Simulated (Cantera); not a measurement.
What does this Cantera script print?

```python
import numpy as np
import cantera as ct

gas_names = """
    CL CL2 H HCL H2 Si SiCL SiCL2 SiCL3 SiCL4 SiH SiHCL3 SiH2 SiH2CL2 SiH3 SiH3CL SiH4 Si2 Si3
""".split()
cond_names = """
    Si(cr) Si(L)
""".split()


# ... load() reads the species with a 1 bar reference pressure and builds the phases ...
atoms = {
    'SiCl4': {'Si': 1, 'CL': 4},
    'HCl': {'H': 1, 'CL': 1},
    'H2': {'H': 2},
}
top_T = {}  # K; cautious upper limits of use, not melting points


# ... equilibrate(T, P, feed) seeds the gas with the atoms and calls Mixture.equilibrate('TP', solver="vcs", rtol=1e-11, max_steps=5000) ...
results = []
feed = {'SiCl4': 1, 'HCl': 0.68, 'H2': 0.31}  # mol
T = 1398  # K
P = 1700000  # Pa
mix = equilibrate(T, P, feed)
results.append((T, P, feed, dict(zip(mix.species_names, mix.species_moles))))
print(gas.report(threshold=0.001))
for i in range(1, mix.n_phases):
    print(f"{mix.phase(i).name:16s} {mix.phase_moles(i):12.5e} mol")
```

Result:

```
       temperature   1398 K
          pressure   1.7e+06 Pa
           density   14.309 kg/m^3
  mean mol. weight   97.838 kg/kmol
   phase of matter   gas

                          1 kg             1 kmol
                     ---------------   ---------------
          enthalpy       -2.9414e+06       -2.8778e+08  J
   internal energy       -3.0602e+06        -2.994e+08  J
           entropy            3454.3        3.3796e+05  J/K
    Gibbs function       -7.7704e+06       -7.6025e+08  J
 heat capacity c_p            714.49             69905  J/K
 heat capacity c_v            629.51             61590  J/K

                      mass frac. Y      mole frac. X     chem. pot. / RT
                     ---------------   ---------------   ---------------
               HCL           0.13415              0.36           -31.324
                H2         0.0028649           0.13904            -17.54
             SiCL3         0.0077146         0.0056145           -81.268
             SiCL4           0.83684           0.48195           -103.82
            SiHCL3           0.01809          0.013068           -90.038
     [  +14 minor]        0.00033803        0.00033407

Si(cr)            0.00000e+00 mol
```

Method: chemical equilibrium by Gibbs-energy minimisation in Cantera with the NASA 1993 tables (ideal gas, pure condensed phases). The tables' values for SiCl3 are old estimates; treat these amounts as uncertain.
